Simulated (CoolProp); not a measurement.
Decamethyltetrasiloxane (MD2M) along the isotherm 600 K: fugacity coefficient from the reference equation and from simpler models built on Tc = 599.4 K, pc = 11.44 bar, ω = 0.635; each cubic takes its own stable root.

The numbers come from the reference Helmholtz-energy equation of state, Thol 2017 in CoolProp.

```json
[
 {"p (bar)": "0.181", "phase": "gas", "reference": "0.9949"},
 {"p (bar)": "0.322", "phase": "gas", "reference": "0.9910"},
 {"p (bar)": "0.572", "phase": "gas", "reference": "0.9840"},
 {"p (bar)": "1.02", "phase": "gas", "reference": "0.9716"},
 {"p (bar)": "1.81", "phase": "gas", "reference": "0.9498"},
 {"p (bar)": "3.22", "phase": "gas", "reference": "0.9113"},
 {"p (bar)": "5.72", "phase": "gas", "reference": "0.8435"},
 {"p (bar)": "10.2", "phase": "gas", "reference": "0.7179"},
 {"p (bar)": "18.1", "phase": "supercritical", "reference": "0.4730"},
 {"p (bar)": "32.2", "phase": "supercritical", "reference": "0.3184"},
 {"p (bar)": "57.2", "phase": "supercritical", "reference": "0.2405"}
]
```

Task: How far does each simpler model (Redlich-Kwong, Soave-Redlich-Kwong, Peng-Robinson) lie from the reference over these 11 states: mean and median of the absolute difference, and the worst?

Result: 
- Redlich-Kwong: mean 1.5 %, median 0.6 %, worst +7.6 % at 600 K and 57.2 bar
- Soave-Redlich-Kwong: mean 1.6 %, median 0.6 %, worst +7.8 % at 600 K and 57.2 bar
- Peng-Robinson: mean 1.8 %, median 1.6 %, worst -4.7 % at 600 K and 10.2 bar
